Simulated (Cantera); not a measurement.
Thermodynamics of chemical vapour transport, feed Fe₃O₄ + H₂O + N₂ + Cl₂

Feed: 1 mol Fe₃O₄, 0.68 mol H₂O, 0.18 mol N₂, a varied amount of Cl₂, equilibrated at 1573.15 K and 360000 Pa.

These are equilibrium values from Cantera (NASA tables, ideal gas, pure condensed phases), not measurements of a reactor. Candidate condensed phases: Fe, FeCl₂, FeCl₃, FeO, Fe(OH)₂, Fe(OH)₃, Fe₂O₃, Fe₃O₄, H₂O, NH₄Cl; 37 gas species. Mutual solubility and eutectic melting of coexisting phases are not modelled. The numbers say what is thermodynamically allowed, not how fast it happens.

```csv
n(Cl₂) (mol),x H₂O,x HCl,x N₂,x FeCl₂,x O₂,n Fe₂O₃(s),n Fe₃O₄(s)
0.043,0.700,0.0928,0.198,0.000549,0.00838,0.0824,0.945
0.049,0.689,0.105,0.196,0.000712,0.00838,0.100,0.933
0.056,0.676,0.119,0.195,0.000928,0.00838,0.121,0.919
0.063,0.664,0.132,0.193,0.00117,0.00838,0.142,0.905
0.072,0.649,0.149,0.191,0.00153,0.00838,0.168,0.887
0.082,0.632,0.167,0.189,0.00198,0.00838,0.198,0.867
0.093,0.614,0.187,0.187,0.00253,0.00838,0.231,0.845
0.1,0.603,0.199,0.186,0.00292,0.00838,0.251,0.831
0.12,0.572,0.231,0.182,0.00418,0.00838,0.311,0.791
0.14,0.543,0.262,0.178,0.00566,0.00838,0.371,0.751
0.15,0.529,0.277,0.177,0.00647,0.00838,0.401,0.731
0.17,0.502,0.305,0.173,0.00826,0.00838,0.460,0.690
0.2,0.465,0.343,0.168,0.0113,0.00838,0.551,0.628
```
x: gas mole fraction; n: condensed amount in mol.

From 0.043 mol Cl₂ to 0.2 mol Cl₂ the condensed part is Fe₂O₃(s) + Fe₃O₄(s). The main Fe-bearing gas is FeCl₂ throughout.
